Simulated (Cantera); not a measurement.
An isothermal, constant-pressure homogeneous reactor starts with CH4 : H2 = 0.021 : 1 (molar parts), at 1550 K and 0.237 atm.

Detailed kinetics in Cantera: GRI-Mech 3.0 (53 species, 325 reactions). GRI-Mech 3.0 stops at C3 and has no aromatics, soot or wall deposition, so with more carbon than oxygen in the feed, carbon stays in small species such as C2H2 where larger ones or solid carbon would form.

x: mole fraction; the columns are a selection and need not sum to one.

```json
[
 {"t (s)": "1.00e-5", "x CH4": "0.0206", "x H2": "0.979", "x C2H": "<1e-12", "x H": "…", "x C2H2": "<1e-12"},
 {"t (s)": "5.55e-5", "x CH4": "0.0206", "x H2": "0.979", "x C2H": "<1e-12", "x H": "…", "x C2H2": "<1e-12"},
 {"t (s)": "0.000308", "x CH4": "0.0206", "x H2": "0.979", "x C2H": "<1e-12", "x H": "…", "x C2H2": "<1e-12"},
 {"t (s)": "0.00171", "x CH4": "0.0206", "x H2": "0.979", "x C2H": "<1e-12", "x H": "…", "x C2H2": "3.70e-10"},
 {"t (s)": "0.00949", "x CH4": "0.0205", "x H2": "0.979", "x C2H": "<1e-12", "x H": "5.61e-5", "x C2H2": "8.74e-7"},
 {"t (s)": "0.0527", "x CH4": "0.0204", "x H2": "0.979", "x C2H": "6.76e-12", "x H": "6.08e-5", "x C2H2": "4.29e-5"},
 {"t (s)": "0.292", "x CH4": "0.0199", "x H2": "0.980", "x C2H": "4.89e-11", "x H": "6.09e-5", "x C2H2": "0.000310"},
 {"t (s)": "1.62", "x CH4": "0.0173", "x H2": "0.981", "x C2H": "2.44e-10", "x H": "6.15e-5", "x C2H2": "0.00153"},
 {"t (s)": "9.01", "x CH4": "0.0111", "x H2": "0.984", "x C2H": "7.25e-10", "x H": "6.33e-5", "x C2H2": "0.00444"},
 {"t (s)": "50.0", "x CH4": "0.00879", "x H2": "0.985", "x C2H": "9.17e-10", "x H": "6.43e-5", "x C2H2": "0.00554"}
]
```

Q: What belongs in the gaps?

A: 
- 1.00e-5, x H: 9.51e-8
- 5.55e-5, x H: 5.63e-7
- 0.000308, x H: 3.16e-6
- 0.00171, x H: 1.71e-5
